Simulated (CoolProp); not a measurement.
Properties of vinyl chloride at several states.

Model: reference Helmholtz-energy equation of state, Thol 2022, in CoolProp.

| T (°C) | p (bar) | phase | cp (kJ/(kg K)) | expansivity (1/kK) |
|---|---|---|---|---|
| 1.95 | 1.94 | liquid | 1.496 | 1.930 |
| 110.25 | 0.272 | gas | 1.015 | 2.626 |
| 151.95 | 21.1 | gas | 1.239 | 3.798 |
| 67.35 | 0.146 | gas | 0.9394 | 2.953 |
| 6.35 | 0.255 | gas | 0.8277 | 3.643 |
| -132.95 | 1.46 | liquid | 1.712 | 1.721 |
